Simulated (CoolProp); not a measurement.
Computed with CoolProp (reference Helmholtz-energy equation of state, Bücker 2006).

Question: Give the vapour pressure (MPa), liquid density (kg/m³), vapour density (kg/m³), liquid cp (kJ/(kg K)) of saturated ethane at 180.7, 220.7 K.

Answer: 
```tsv
T (K)	p (MPa)	liquid density (kg/m³)	vapour density (kg/m³)	liquid cp (kJ/(kg K))
180.7	0.0818	549	1.69	2.42
220.7	0.505	495	9.24	2.65
```
